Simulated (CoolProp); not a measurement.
A single-stage vapour-compression cycle with propane: evaporating at 294.15 K (dew point), condensing at 343.15 K (bubble point), superheat 5 K, subcooling 5 K, compressor efficiency 0.7, no pressure losses. Each further row changes one setting.

Model: reference Helmholtz-energy equation of state, Lemmon 2009, in CoolProp.

```tsv
case	cooling COP	pressure ratio	discharge temperature (K)	refrigerating effect (kJ/kg)	volumetric capacity (kJ/m³)
as stated	3.00	3.01	360.4	223	4020
evaporating temperature 299.15 K	3.49	(withheld)	(withheld)	(withheld)	(withheld)
condensing temperature 338.15 K	3.53	2.73	(withheld)	(withheld)	4310
subcooling 10 K	3.23	3.01	360.4	(withheld)	4320
superheat 15 K	3.07	3.01	369.7	242	4140
compressor efficiency 0.6	2.57	3.01	365.1	223	4020
```

### Question
Some entries are withheld; supply them.

### Answer

- evaporating temperature 299.15 K, pressure ratio: 2.65
- evaporating temperature 299.15 K, discharge temperature (K): 359.0
- evaporating temperature 299.15 K, refrigerating effect (kJ/kg): 228
- evaporating temperature 299.15 K, volumetric capacity (kJ/m³): 4680
- condensing temperature 338.15 K, discharge temperature (K): 354.5
- condensing temperature 338.15 K, refrigerating effect (kJ/kg): 239
- subcooling 10 K, refrigerating effect (kJ/kg): 240
